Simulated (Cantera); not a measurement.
Input: 1 mol Si2H6, 1.2 mol N2O, at 77.0 Pa.

These are equilibrium values from Cantera (NASA tables, ideal gas, pure condensed phases), not measurements of a reactor. Candidate condensed phases: H2O, Si, SiO2, Si2N2O, Si3N4; 35 gas species. The feed counts by its element totals alone. Mutual solubility and eutectic melting of coexisting phases are not modelled. The tables hold silica as quartz up to 1696 K and as liquid above; real silica turns to tridymite and cristobalite and melts near 1996 K. The numbers say what is thermodynamically allowed, not how fast it happens.

At 1450 K, list the 5 most abundant gas species with their mole fractions, and the condensed phases.

H2 0.896, N2 0.0856, SiO 0.0179, H 0.000323, H2O 2.50e-5. Condensed: SiO2(β-quartz) + Si2N2O(s).
